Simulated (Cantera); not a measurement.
Feed: 1 mol MgSO4, 0.096 mol H2O, a varied amount of H2, equilibrated at 1400 K and 0.133 bar.

These are equilibrium values from Cantera (NASA tables, ideal gas, pure condensed phases), not measurements of a reactor. Candidate condensed phases: H2O, H2SO4, Mg, MgO, Mg(OH)2, MgS, MgSO4, S; 26 gas species. Rates play no part.

At 1.7 mol H2, list the 7 most abundant gas species with their mole fractions, and the condensed phases.

H2O 0.639, SO2 0.267, S2 0.0466, H2 0.0295, H2S 0.0142, SO 0.00171, S2O 0.00160. Condensed: MgO(s).
